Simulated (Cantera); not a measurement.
Cantera run, input and output.

```python
import numpy as np
import cantera as ct

gas = ct.Solution("gri30.yaml")
gas.TPX = 325, 49000, {'CH4': 1, 'O2': 4.55, 'N2': 17.1}
inlet = ct.Reservoir(gas, clone=True)
gas.equilibrate("HP")  # start burning
reactor = ct.IdealGasConstPressureReactor(gas, energy="on", clone=False)
exhaust = ct.Reservoir(gas, clone=True)
tau = [0.088, 0.032, 0.011, 0.0041, 0.0015, 0.00053, 0.00019, 6.8e-05, 2.4e-05, 8.8e-06][0]
for a, b in ((inlet, reactor), (reactor, exhaust)):
    ct.MassFlowController(a, b, mdot=lambda t: reactor.mass / tau)
net = ct.ReactorNet([reactor])
show = ['CH4', 'O2', 'H2', 'HO2', 'HCN']

rows = []
print(f"{'tau/s':>10s}{'T/K':>9s}" + "".join(f"{s:>11s}" for s in show))
for tau in [0.088, 0.032, 0.011, 0.0041, 0.0015, 0.00053, 0.00019, 6.8e-05, 2.4e-05, 8.8e-06]:
    net.initial_time = 0.0
    net.advance(30 * tau)
    before = gas.X
    net.advance(40 * tau)
    drift = np.max(np.abs(gas.X - before) / (gas.X + 1e-9))
    rows.append([gas.T, *gas[show].X, drift])
    print(f"{tau:10.3e}{gas.T:9.1f}" + "".join(f"{x:11.3e}" for x in gas[show].X))
```

Output:

```
     tau/s      T/K        CH4         O2         H2        HO2        HCN
 8.800e-02   1371.8  6.490e-05  1.129e-01  8.396e-05  6.734e-06  4.500e-10
 3.200e-02   1361.7  1.285e-04  1.133e-01  1.704e-04  1.181e-05  6.723e-10
 1.100e-02   1339.2  2.840e-04  1.145e-01  3.657e-04  2.082e-05  1.372e-09
 4.100e-03   1283.0  8.237e-04  1.180e-01  8.651e-04  3.908e-05  2.942e-09
 1.500e-03    325.0  4.415e-02  2.009e-01 -5.373e-19 -8.786e-21 -9.346e-25
 5.300e-04    325.0  4.415e-02  2.009e-01 -9.706e-21 -1.587e-22 -1.688e-26
 1.900e-04    325.0  4.415e-02  2.009e-01 -6.131e-22 -1.003e-23 -1.067e-27
 6.800e-05    325.0  4.415e-02  2.009e-01 -3.873e-23 -6.333e-25 -6.737e-29
 2.400e-05    325.0  4.415e-02  2.009e-01 -2.446e-24 -4.000e-26 -4.255e-30
 8.800e-06    325.0  4.415e-02  2.009e-01 -1.545e-25 -2.527e-27 -2.688e-31
```

Computed with Cantera and GRI-Mech 3.0 (53 species, 325 reactions).
